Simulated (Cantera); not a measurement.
Cantera run:

```python
import numpy as np
import cantera as ct

gas_names = """
    Mg MgN MgO Mg2 N NO NO2 NO3 N2 N2O O O2 O3
""".split()
cond_names = """
    Mg(cr) Mg(L) MgO(s) MgO(L)
""".split()


def load(file, names, dense=False):
    # The tables refer to 1 bar. Condensed volumes are neglected.
    table = {s.name: s for s in ct.Species.list_from_file(file)}
    out = []
    for n in names:
        d = dict(table[n].input_data)
        d["thermo"] = dict(d["thermo"], **{"reference-pressure": 1e5})
        if dense:
            d["equation-of-state"] = {"model": "constant-volume", "density": "1e6 g/cm^3"}
        out.append(ct.Species.from_dict(d))
    return out


gas = ct.Solution(thermo="ideal-gas", species=load("nasa_gas.yaml", gas_names))
cond = {s.name: ct.Solution(thermo="fixed-stoichiometry", species=[s], name=s.name)
        for s in load("nasa_condensed.yaml", cond_names, dense=True)}
atoms = {
    'MgO': {'Mg': 1, 'O': 1},
    'N2': {'N': 2},
}
top_T = {}  # K; cautious upper limits of use, not melting points


def equilibrate(T, P, feed):
    n = {}
    for name, mol in feed.items():
        for a, k in atoms[name].items():
            n[a] = n.get(a, 0.0) + k * mol
    gas.TPX = T, P, n
    mass = sum(n.values()) * gas.mean_molecular_weight
    gas.equilibrate("TP")
    valid = [c for c in cond.values() if c.min_temp <= T <= top_T.get(c.name, c.max_temp)]
    mix = ct.Mixture([(gas, mass / gas.mean_molecular_weight)] + [(c, 0.0) for c in valid])
    mix.T, mix.P = T, P
    mix.equilibrate("TP", solver="vcs", rtol=1e-11, max_steps=5000)
    return mix


results = []
feed = {'MgO': 1, 'N2': 1.1}  # mol
T = 1648.15  # K
P = 12  # Pa
mix = equilibrate(T, P, feed)
results.append((T, P, feed, dict(zip(mix.species_names, mix.species_moles))))
print(gas.report(threshold=1e-06))
for i in range(1, mix.n_phases):
    print(f"{mix.phase(i).name:16s} {mix.phase_moles(i):12.5e} mol")
```

Result:

```
       temperature   1648.2 K
          pressure   12 Pa
           density   2.4531e-05 kg/m^3
  mean mol. weight   28.014 kg/kmol
   phase of matter   gas

                          1 kg             1 kmol
                     ---------------   ---------------
          enthalpy        1.5552e+06        4.3567e+07  J
   internal energy         1.066e+06        2.9863e+07  J
           entropy             11431        3.2022e+05  J/K
    Gibbs function       -1.7285e+07       -4.8421e+08  J
 heat capacity c_p            1256.8             35207  J/K
 heat capacity c_v            959.99             26893  J/K

                      mass frac. Y      mole frac. X     chem. pot. / RT
                     ---------------   ---------------   ---------------
                Mg        5.9444e-05        6.8514e-05           -27.988
                NO        2.5936e-05        2.4214e-05            -41.71
                N2           0.99989           0.99988           -35.335
                 O        5.5047e-06        9.6385e-06           -24.043
                O2        1.9796e-05        1.7331e-05           -48.086
     [   +8 minor]        5.4855e-08        3.8239e-08

Mg(L)             0.00000e+00 mol
MgO(s)            9.99925e-01 mol
```

These are equilibrium values from Cantera (NASA tables, ideal gas, pure condensed phases), not measurements of a reactor.
